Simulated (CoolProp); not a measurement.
A single-stage vapour-compression cycle with the fluid: evaporating at 284.15 K (dew point), condensing at 339.15 K (bubble point), superheat 5 K, subcooling 2 K, compressor efficiency 0.9, no pressure losses. The same conditions are run with several fluids, on thermodynamics alone (safety and materials aside).

Model: reference Helmholtz-energy equation of state of each fluid (propane: Lemmon 2009; c-C4F8 (RC318): Platzer 1990; n-pentane: Thol 2019; R1336mzz(Z): McLinden 2020; n-perfluorobutane: Gao 2022; sulfur dioxide: Gao 2016), in CoolProp. The equations of Platzer and Polt are older, rougher fits.

**Question.** Rank propane, c-C4F8 (RC318), n-pentane, R1336mzz(Z), n-perfluorobutane, sulfur dioxide by cooling COP, highest first.

**Answer.** sulfur dioxide (3.77), n-pentane (3.69), R1336mzz(Z) (3.54), propane (3.14), c-C4F8 (RC318) (2.82), n-perfluorobutane (2.35)

| fluid | pressure ratio | discharge temperature (K) | refrigerating effect (kJ/kg) | volumetric capacity (kJ/m³) |
|---|---|---|---|---|
| propane | 3.65 | 351.4 | 215 | 2960 |
| c-C4F8 (RC318) | 4.99 | 339.1 | 53.2 | 923 |
| n-pentane | 6.44 | 339.2 | 259 | 313 |
| R1336mzz(Z) | 7.10 | 339.1 | 113 | 325 |
| n-perfluorobutane | 5.02 | 339.1 | 35.3 | 622 |
| sulfur dioxide | 5.37 | 419.1 | 298 | 1990 |

The compression ends wet for: c-C4F8 (RC318); n-pentane; R1336mzz(Z); n-perfluorobutane.
